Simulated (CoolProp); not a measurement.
Saturated liquid density (kg/m³) of chlorine: the reference equation beside estimates from Tc = 416.9 K, pc = 7.642 MPa, ω = 0.070.

Model: reference Helmholtz-energy equation of state, Thol 2021, in CoolProp.

| T (K) | reference | van der Waals | Redlich-Kwong | Soave-Redlich-Kwong | Peng-Robinson |
|---|---|---|---|---|---|
| 284.6 | 1434 | ___ | 1317 | 1320 | 1494 |
| 290.1 | 1417 | 895.6 | 1299 | 1303 | 1475 |
| 295.6 | 1401 | ___ | 1281 | 1285 | 1455 |
| 301.1 | 1384 | 874.7 | 1262 | 1267 | 1435 |
| 306.5 | 1366 | 864.0 | 1243 | 1249 | 1415 |
| 312 | 1349 | 852.8 | 1223 | 1229 | 1393 |
| 317.5 | 1330 | 841.3 | 1203 | 1209 | 1371 |
| 322.9 | 1312 | 829.7 | 1182 | 1189 | 1348 |
| 328.4 | 1293 | 817.5 | 1160 | 1168 | 1324 |
| 333.9 | 1273 | 804.8 | 1137 | 1145 | 1299 |
| 339.4 | 1253 | 791.7 | 1113 | 1122 | 1272 |
| 344.8 | 1233 | 778.4 | 1089 | 1099 | 1245 |
| 350.3 | 1211 | 764.2 | 1064 | ___ | 1217 |
| 355.8 | 1188 | 749.4 | 1037 | 1047 | 1186 |
| 361.2 | ___ | 734.2 | 1010 | 1020 | 1155 |

Problem. Some entries are withheld; supply them.

Solution. 
- 284.6, van der Waals: 905.6
- 295.6, van der Waals: 885.2
- 350.3, Soave-Redlich-Kwong: 1073
- 361.2, reference: 1165

Absolute difference from the reference over all 15 rows, mean and median: van der Waals 36.8 and 36.8 %, Redlich-Kwong 10.2 and 9.9 %, Soave-Redlich-Kwong 9.7 and 9.4 %, Peng-Robinson 2.5 and 2.7 %.
